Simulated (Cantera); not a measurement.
An adiabatic, constant-pressure homogeneous reactor starts with 24.5 % H2, 15.9 % O2, 59.7 % N2, equivalence ratio 0.77, at 1500 K and 0.247 atm.

Computed with Cantera and GRI-Mech 3.0 (53 species, 325 reactions).

x: mole fraction; the columns are a selection and need not sum to one.

```csv
t (s),T (K),x H2,x O2,x OH,x HO2,x H
4.00e-6,1500,0.245,0.159,4.49e-8,___,3.35e-7
9.49e-6,1500,0.245,0.159,3.01e-7,___,2.01e-6
2.25e-5,1500,0.244,0.159,1.12e-5,___,7.29e-5
5.33e-5,1571,0.0847,0.0859,0.0136,___,0.0854
0.000126,1816,0.0411,0.0563,0.0215,___,0.0826
0.000300,2088,0.0407,0.0514,0.0282,___,0.0576
0.000711,2378,0.0362,0.0468,0.0329,___,0.0350
0.00169,2614,0.0291,0.0429,0.0333,___,0.0196
0.00400,2664,0.0271,0.0410,0.0325,6.49e-6,0.0165
0.00949,2661,0.0273,0.0392,0.0318,6.24e-6,0.0163
0.0225,2659,0.0274,0.0381,0.0314,6.10e-6,0.0162
0.0533,2659,0.0274,0.0380,0.0314,6.09e-6,0.0162
0.127,2659,0.0274,0.0380,0.0314,6.09e-6,0.0162
0.300,2659,0.0274,0.0380,0.0314,6.09e-6,0.0162
```

Fill in the missing entries.


- 4.00e-6, x HO2: 2.47e-7
- 9.49e-6, x HO2: 5.89e-7
- 2.25e-5, x HO2: 1.83e-6
- 5.33e-5, x HO2: 1.11e-5
- 0.000126, x HO2: 6.25e-6
- 0.000300, x HO2: 4.12e-6
- 0.000711, x HO2: 3.41e-6
- 0.00169, x HO2: 5.55e-6
